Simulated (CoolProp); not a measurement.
Vapour-liquid equilibrium of n-butane (1) + benzene (2) at 695 kPa; x and y are mole fractions of (1).

Values from CoolProp's multi-fluid Helmholtz-energy mixture model, Bücker 2006 and Thol 2012; pair parameters Bell 2016.

**Question.** Give the bubble temperature and the first vapour's composition at x = 0.05, 0.35, 0.75. Is there an azeotrope?

**Answer.** x = 0.05: 147.6 °C, y = 0.217; x = 0.35: 99.8 °C, y = 0.800; x = 0.75: 73.8 °C, y = 0.951. No azeotrope shows between x = 0.05 and 0.95.

The pair parameters rest on a limited set of measurements; away from them the model extrapolates. The gap from Raoult's law changes sign with composition, which may be real or a fault of the pair parameters; it wasn't checked against measurements.
